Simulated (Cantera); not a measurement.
Charge: 1 mol H₂O, 0.046 mol O₂, 0.011 mol SO₂, held at 140000 Pa.

Cantera equilibrium calculation (NASA polynomials, part measured and part estimated; ideal gas, pure solids and liquids). Candidate condensed phases: H₂O, H₂SO₄, S; 19 gas species. The numbers say what is thermodynamically allowed, not how fast it happens.

x: gas mole fraction; nothing condenses.

```csv
T (K),x H₂O,x O₂,x SO₂,x SO₃
800,0.950,0.0391,(withheld),0.00863
850,0.950,0.0396,(withheld),0.00784
900,0.949,0.0404,(withheld),0.00633
950,0.948,0.0413,(withheld),0.00464
1000,0.948,0.0420,(withheld),0.00317
1050,0.947,0.0425,(withheld),0.00210
1100,0.947,0.0429,0.00903,0.00138
1150,0.947,0.0431,0.00950,0.000915
```

Problem. Complete the blanks.

Solution. 
- 800, x SO₂: 0.00107
- 850, x SO₂: 0.00230
- 900, x SO₂: 0.00399
- 950, x SO₂: 0.00575
- 1000, x SO₂: 0.00724
- 1050, x SO₂: 0.00831
